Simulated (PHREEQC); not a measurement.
Dissolve 0.11 mol Ni(NO3)2, 0.0033 mol H3BO3 and 0.019 mol NiCl2 per kg of water at 25 °C. Closed to the air; pH follows from the charge balance.

Model: ion-association model, wateq4f.dat, run in PHREEQC.

```
quantity                  before    after
-----------------------  -------  -------
pH                          5.55     5.69
NiOH+ (mol/kgw)          2.41e-6  1.81e-6
H2BO3- (mol/kgw)         1.20e-6  7.15e-7
SI of Ni(OH)2 (Ni(OH)2)    -1.14    -1.12
```

### Question
Name the change that produced these shifts.
A) NiCl2 from 0.019 to 0.0038 mol/kgw
B) diluted 2-fold with water
C) NiCl2 left out
D) NiCl2 from 0.019 to 0.095 mol/kgw

### Answer
B, diluted 2-fold with water

No solid was allowed to form.
